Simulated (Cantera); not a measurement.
An isothermal, constant-pressure homogeneous reactor starts with 1.14 % CO, 3.80 % O2, 0.0693 % H2O, 95.0 % N2, equivalence ratio 0.15, at 1400 K and 120 Torr.

Model: GRI-Mech 3.0 (53 species, 325 reactions), integrated in Cantera.

### Question
Predict: x(CO) at 10.0 s; x(O2) at 10.0 s; x(H2O) at 10.0 s; x(N2O) at 10.0 s; x(HO2) at 10.0 s; x(NO) at 10.0 s; x(H) at 10.0 s.

### Answer
x(CO) at 10.0 s: 2.09e-7 (gas-phase equilibrium 1.57e-7)
x(O2) at 10.0 s: 0.0325 (gas-phase equilibrium 0.0323)
x(H2O) at 10.0 s: 0.000696 (gas-phase equilibrium 0.000696)
x(N2O) at 10.0 s: 1.16e-8 (gas-phase equilibrium 8.79e-9)
x(HO2) at 10.0 s: 1.38e-9 (gas-phase equilibrium 1.17e-9)
x(NO) at 10.0 s: 4.24e-6 (gas-phase equilibrium 0.000315)
x(H) at 10.0 s: 1.15e-9 (gas-phase equilibrium 8.12e-10)
